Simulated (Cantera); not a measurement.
**Adiabatic ignition**

An adiabatic, constant-pressure homogeneous reactor starts with 5.62 % CH4, 7.87 % CO, 7.25 % O2, 79.3 % N2, at 1375 K and 2700000 Pa.

Detailed kinetics in Cantera: GRI-Mech 3.0 (53 species, 325 reactions). The pressure lies above the range GRI-Mech 3.0 was tuned for (to about 10 atm).

| t (s) | T (K) | x CH4 | x CO | x O2 | x H2O2 | x HO2 | x HCN |
|---|---|---|---|---|---|---|---|
| 3.00e-6 | 1375 | 0.0562 | 0.0787 | 0.0725 | 6.67e-9 | 1.49e-7 | <1e-12 |
| 9.17e-6 | 1375 | 0.0562 | 0.0787 | 0.0725 | 1.39e-8 | 2.07e-7 | <1e-12 |
| 2.80e-5 | 1375 | 0.0562 | 0.0787 | 0.0725 | 2.03e-8 | 2.91e-7 | <1e-12 |
| 8.57e-5 | 1375 | 0.0561 | 0.0787 | 0.0725 | 3.28e-8 | 4.53e-7 | <1e-12 |
| 0.000262 | 1377 | 0.0558 | 0.0786 | 0.0723 | 6.72e-8 | 8.74e-7 | <1e-12 |
| 0.000801 | 1390 | 0.0543 | 0.0783 | 0.0710 | 2.17e-7 | 2.56e-6 | <1e-12 |
| 0.00245 | 2028 | 0.00142 | 0.0931 | 8.26e-9 | 6.95e-11 | 1.84e-11 | 5.16e-6 |
| 0.00749 | 2016 | 0.000295 | 0.102 | 5.79e-9 | 4.63e-11 | 1.15e-11 | 4.72e-6 |
| 0.0229 | 2014 | 6.22e-7 | 0.103 | 5.48e-9 | 4.40e-11 | 1.08e-11 | 2.03e-6 |
| 0.0700 | 2014 | 6.33e-9 | 0.103 | 5.49e-9 | 4.40e-11 | 1.08e-11 | 1.78e-6 |
| 0.214 | 2014 | 6.32e-9 | 0.103 | 5.49e-9 | 4.40e-11 | 1.08e-11 | 1.48e-6 |
| 0.654 | 2014 | 6.32e-9 | 0.103 | 5.49e-9 | 4.40e-11 | 1.08e-11 | 1.13e-6 |
| 2.00 | 2014 | 6.31e-9 | 0.103 | 5.49e-9 | 4.40e-11 | 1.08e-11 | 9.98e-7 |
x: mole fraction; the columns are a selection and need not sum to one.

time of steepest temperature rise: 1.82 ms
temperature at 2.00 s: 2014 K
equilibrium temperature: 2014 K
x(CH4) at 2.00 s: 6.31e-9 (gas-phase equilibrium 6.82e-9)
x(CO) at 2.00 s: 0.103 (gas-phase equilibrium 0.103)
x(O2) at 2.00 s: 5.49e-9 (gas-phase equilibrium 5.49e-9)
